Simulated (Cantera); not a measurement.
A Cantera script and its output.

```python
import numpy as np
import cantera as ct

gas = ct.Solution("h2o2.yaml")
gas.TPX = 398, 1000000, {'H2': 1, 'O2': 0.217, 'N2': 0.817}
flame = ct.FreeFlame(gas, width=0.008)
flame.set_refine_criteria(ratio=3, slope=0.08, curve=0.16)
flame.transport_model = "mixture-averaged"
flame.solve(loglevel=0, auto=True)
flame.transport_model = "multicomponent"
flame.soret_enabled = False
flame.solve(loglevel=0, refine_grid=True)
z, T = flame.grid, flame.T
thick = (T[-1] - T[0]) / np.gradient(T, z).max()
show = ['H2', 'O2', 'OH', 'H2O', 'O', 'H']
print(f"laminar burning velocity  {flame.velocity[0] * 100:.3f} cm/s")
print(f"burnt temperature         {T[-1]:.1f} K")
print(f"thermal thickness         {thick * 1e3:.4f} mm")
print(f"grid points               {len(z)}")
z0 = z[flame.heat_release_rate.argmax()]
print(f"{'z/mm':>9s}{'T/K':>9s}{'u/(m/s)':>9s}" + "".join(f"{s:>11s}" for s in show))
rows = []
for k in (-3, -2, -1.5, -1, -0.5, -0.25, 0, 0.25, 0.5, 1, 2, 4, 8):
    zz = z0 + k * thick
    rows.append([k * thick, np.interp(zz, z, T), np.interp(zz, z, flame.velocity),
                 *(np.interp(zz, z, flame.X[gas.species_index(s)]) for s in show)])
    print(f"{rows[-1][0] * 1e3:9.3f}{rows[-1][1]:9.1f}{rows[-1][2]:9.3f}" + "".join(f"{x:11.3e}" for x in rows[-1][3:]))
```

Result:

```
laminar burning velocity  336.608 cm/s
burnt temperature         2058.5 K
thermal thickness         0.0242 mm
grid points               116
     z/mm      T/K  u/(m/s)         H2         O2         OH        H2O          O          H
   -0.072    398.0    3.366  4.916e-01  1.067e-01  7.045e-13  1.022e-07  1.123e-10  3.287e-14
   -0.048    398.3    3.368  4.915e-01  1.067e-01  7.165e-12  1.113e-06  1.110e-09  3.325e-13
   -0.036    399.7    3.378  4.911e-01  1.068e-01  9.201e-11  1.199e-05  9.405e-09  3.778e-12
   -0.024    410.8    3.457  4.886e-01  1.073e-01  5.495e-09  1.789e-04  1.075e-07  2.101e-10
   -0.012    574.7    4.685  4.658e-01  1.073e-01  3.504e-05  8.836e-03  8.501e-06  2.775e-05
   -0.006    930.5    7.354  4.278e-01  9.369e-02  5.421e-04  4.605e-02  1.318e-04  1.810e-03
    0.000   1314.7   10.185  3.789e-01  6.617e-02  9.364e-04  1.071e-01  5.435e-04  9.193e-03
    0.006   1576.2   12.105  3.360e-01  3.641e-02  1.387e-03  1.656e-01  7.653e-04  1.856e-02
    0.012   1721.9   13.176  3.105e-01  1.680e-02  1.577e-03  2.031e-01  5.569e-04  2.407e-02
    0.024   1844.0   14.057  2.954e-01  3.286e-03  1.542e-03  2.294e-01  1.929e-04  2.460e-02
    0.048   1924.2   14.610  2.961e-01  2.396e-04  1.270e-03  2.364e-01  6.365e-05  1.841e-02
    0.097   1981.3   14.991  3.006e-01  1.458e-05  8.697e-04  2.381e-01  2.444e-05  1.142e-02
    0.193   2018.5   15.233  3.038e-01  3.256e-06  5.167e-04  2.391e-01  7.893e-06  6.371e-03
```

Computed with Cantera and the H2/O2 subset of GRI-Mech 3.0, which has no nitrogen chemistry. The hydrogen kinetics of GRI-Mech 3.0 are dated; newer H2 mechanisms differ, most at raised pressure. Burning velocities carry a grid error of a few per cent, more on coarse grids.
